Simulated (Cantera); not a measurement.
Charge: 1 mol Si, 0.54 mol Cl2, 3.3 mol H2, equilibrated at 1302 °C and 27.0 bar.

Method: chemical equilibrium by Gibbs-energy minimisation in Cantera with the NASA 1993 tables (ideal gas, pure condensed phases). Candidate condensed phases: Si; 19 gas species. The tables' values for SiCl3 are old estimates; treat these amounts as uncertain. Gases not in the tables: Si2H6 and higher silanes. The numbers say what is thermodynamically allowed, not how fast it happens.

Base state: H2 0.853, HCl 0.0667, SiHCl3 0.0276, SiCl2 0.0177, SiCl4 0.0162, SiCl3 0.0105, SiH2Cl2 0.00777, SiH3Cl 0.000651 (mole fractions); condensed: Si(s).

Problem. What changes in the equilibrium state with this change: temperature from 1302 °C to 802 °C?

Solution. 
| species | before | after |
|---|---|---|
| H2 | 0.853 | 0.900 |
| SiHCl3 | 0.0276 | 0.0514 |
| SiCl4 | 0.0162 | 0.0312 |
| HCl | 0.0667 | 0.00679 |
| SiCl2 | 0.0177 | 0.000100 |
| SiCl3 | 0.0105 | 0.000444 |
| SiH4 | 2.20e-5 | 1.09e-5 |
| SiH3Cl | 0.000651 | 0.000500 |
| SiH2Cl2 | 0.00777 | 0.00989 |
| Si(s), mol | 0.708 | 0.672 |
